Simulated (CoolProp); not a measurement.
Vapour pressure (bar) of propylene: the reference equation beside estimates from Tc = 91.1 °C, pc = 45.55 bar, ω = 0.146.

Model: reference Helmholtz-energy equation of state, Lemmon 2013, in CoolProp.

| T (°C) | reference | Lee-Kesler | van der Waals | Soave-Redlich-Kwong | Peng-Robinson |
|---|---|---|---|---|---|
| -89.85 | 0.08864 | 0.08607 | 1.323 | 0.08696 | 0.09314 |
| -68.45 | 0.3518 | 0.3442 | 2.685 | 0.3465 | 0.3593 |
| -47.05 | 1.040 | 1.029 | 4.804 | 1.030 | 1.046 |
| -25.65 | 2.493 | 2.488 | 7.836 | 2.487 | 2.491 |
| -4.25 | 5.134 | 5.148 | 11.92 | 5.154 | 5.121 |
| 17.15 | 9.443 | 9.475 | 17.17 | 9.532 | 9.433 |
| 38.55 | 15.95 | 15.98 | 23.68 | 16.16 | 15.98 |
| 59.95 | 25.26 | 25.27 | 31.55 | 25.60 | 25.38 |
| 81.45 | 38.22 | 38.25 | 40.89 | 38.51 | 38.38 |

Absolute difference from the reference over all 9 rows, mean and median: Lee-Kesler 0.8 and 0.3 %, van der Waals 325.2 and 132.2 %, Soave-Redlich-Kwong 1.0 and 1.0 %, Peng-Robinson 1.0 and 0.4 %.
